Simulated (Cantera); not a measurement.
An adiabatic, constant-volume homogeneous reactor starts with CH4 : O2 : N2 = 1 : 2 : 7.52 (molar parts), at 1375 K and 100000 Pa. Integrator tolerance rtol = 1e-08.

Cantera simulation using GRI-Mech 3.0 (53 species, 325 reactions); the numbers are that mechanism's predictions, not measurements.

**Question.** What does this change do: N2 7.52 to 14 parts?

**Answer.** 
```json
[
 {"quantity": "time of steepest temperature rise", "before": "4.40 ms", "after": "7.95 ms"},
 {"quantity": "temperature at 3.00 s", "before": "2868 K", "after": "2596 K"},
 {"quantity": "equilibrium temperature", "before": "2868 K", "after": "2596 K"},
 {"quantity": "x(CH4) at 3.00 s", "before": "<1e-12 (gas-phase equilibrium <1e-12)", "after": "<1e-12 (gas-phase equilibrium <1e-12)"},
 {"quantity": "x(O2) at 3.00 s", "before": "0.0199 (gas-phase equilibrium 0.0199)", "after": "0.00836 (gas-phase equilibrium 0.00836)"},
 {"quantity": "x(CH3) at 3.00 s", "before": "<1e-12 (gas-phase equilibrium <1e-12)", "after": "<1e-12 (gas-phase equilibrium <1e-12)"},
 {"quantity": "x(CH2CO) at 3.00 s", "before": "<1e-12 (gas-phase equilibrium <1e-12)", "after": "<1e-12 (gas-phase equilibrium <1e-12)"},
 {"quantity": "x(H2O) at 3.00 s", "before": "0.145 (gas-phase equilibrium 0.145)", "after": "0.103 (gas-phase equilibrium 0.103)"},
 {"quantity": "x(C2H) at 3.00 s", "before": "<1e-12 (gas-phase equilibrium <1e-12)", "after": "<1e-12 (gas-phase equilibrium <1e-12)"},
 {"quantity": "x(C2H4) at 3.00 s", "before": "<1e-12 (gas-phase equilibrium <1e-12)", "after": "<1e-12 (gas-phase equilibrium <1e-12)"}
]
```

**Question.** What does this change do: initial temperature 1375 to 975 K?

**Answer.** 
```csv
quantity,before,after
time of steepest temperature rise,4.40 ms,1.70 s
temperature at 3.00 s,2868 K,2760 K
equilibrium temperature,2868 K,2760 K
x(CH4) at 3.00 s,<1e-12 (gas-phase equilibrium <1e-12),<1e-12 (gas-phase equilibrium <1e-12)
x(O2) at 3.00 s,0.0199 (gas-phase equilibrium 0.0199),0.0156 (gas-phase equilibrium 0.0156)
x(CH3) at 3.00 s,<1e-12 (gas-phase equilibrium <1e-12),<1e-12 (gas-phase equilibrium <1e-12)
x(CH2CO) at 3.00 s,<1e-12 (gas-phase equilibrium <1e-12),<1e-12 (gas-phase equilibrium <1e-12)
x(H2O) at 3.00 s,0.145 (gas-phase equilibrium 0.145),0.160 (gas-phase equilibrium 0.160)
x(C2H) at 3.00 s,<1e-12 (gas-phase equilibrium <1e-12),<1e-12 (gas-phase equilibrium <1e-12)
x(C2H4) at 3.00 s,<1e-12 (gas-phase equilibrium <1e-12),<1e-12 (gas-phase equilibrium <1e-12)
```
Below about 1000 K GRI-Mech 3.0 lacks low-temperature oxidation paths.
